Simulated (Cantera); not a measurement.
# Thermodynamics of silicon carbide growth, feed SiHCl3 + C2H2 + H2

Input: 1 mol SiHCl3, 0.73 mol C2H2, 2000 mol H2, at 0.0180 bar.

These are equilibrium values from Cantera (NASA tables, ideal gas, pure condensed phases), not measurements of a reactor. Candidate condensed phases: C, C6H6, C7H8, C8H18, Si, SiC; 109 gas species. Gases not in the tables: Si2H6 and higher silanes. The numbers say what is thermodynamically allowed, not how fast it happens.

| T (K) | x H2 | x H | x HCl | x Si | x C2H2 (acetylene) | n C(graphite) | n SiC(s) |
|---|---|---|---|---|---|---|---|
| 1375 | 0.998 | 2.55e-5 | 0.00150 | 9.76e-11 | 1.78e-6 | 0.274 | 1.000 |
| 1475 | 0.998 | 9.66e-5 | 0.00150 | 2.11e-9 | 6.66e-6 | 0.329 | 1.000 |
| 1575 | 0.998 | 0.000309 | 0.00150 | 3.07e-8 | 2.11e-5 | 0.310 | 1.000 |
| 1675 | 0.998 | 0.000864 | 0.00150 | 3.24e-7 | 5.79e-5 | 0.185 | 0.999 |
| 1775 | 0.996 | 0.00215 | 0.00149 | 2.97e-6 | 0.000110 | 0 | 0.991 |
| 1875 | 0.993 | 0.00487 | 0.00149 | 2.65e-5 | 0.000127 | 0 | 0.932 |
| 1975 | 0.988 | 0.0101 | 0.00148 | 0.000159 | 0.000204 | 0 | 0.610 |
| 2075 | 0.978 | 0.0196 | 0.00146 | 0.000423 | 0.000347 | 0 | 0 |
| 2175 | 0.962 | 0.0357 | 0.00143 | 0.000443 | 0.000348 | 0 | 0 |
| 2275 | 0.936 | 0.0612 | 0.00139 | 0.000449 | 0.000345 | 0 | 0 |
| 2375 | 0.898 | 0.0996 | 0.00132 | 0.000447 | 0.000337 | 0 | 0 |
| 2475 | 0.844 | 0.154 | 0.00122 | 0.000439 | 0.000325 | 0 | 0 |
| 2575 | 0.771 | 0.227 | 0.00110 | 0.000426 | 0.000307 | 0 | 0 |
x: gas mole fraction; n: condensed amount in mol.

From 1375 K to 1675 K the condensed part is C(graphite) + SiC(s). From 1775 K to 1975 K the condensed part is SiC(s). From 2075 K to 2575 K nothing is condensed. The main Si-bearing gas is SiCl2 at 1375 K and Si at 2575 K.
